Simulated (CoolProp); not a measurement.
A simple Rankine cycle with propylene: condensing at 300.15 K, boiler at 3.61 MPa, turbine inlet 353.6 K, turbine efficiency 0.9, pump efficiency 0.8, no recuperator. Each further row changes one setting.

Computed with CoolProp (reference Helmholtz-energy equation of state, Lemmon 2013).

| case | thermal efficiency (%) | net work (kJ/kg) | heat in (kJ/kg) | turbine exit temperature (K) | volume ratio over the turbine |
|---|---|---|---|---|---|
| as stated | 10.2 | 35.0 | 343 | 300.2 | 3.40 |
| turbine inlet 373.6 K | 10.9 | 44.6 | 408 | 316.6 | 3.09 |
| condensing temperature 292.15 K | 11.7 | 42.5 | 363 | 292.1 | 4.18 |
| boiler pressure 2.53 MPa | 7.9 | 31.3 | 395 | 317.1 | 2.11 |
| turbine efficiency 0.8 | 8.9 | 30.5 | 343 | 300.2 | 3.45 |

The expansion ends wet for: as stated; condensing temperature 292.15 K; turbine efficiency 0.8.
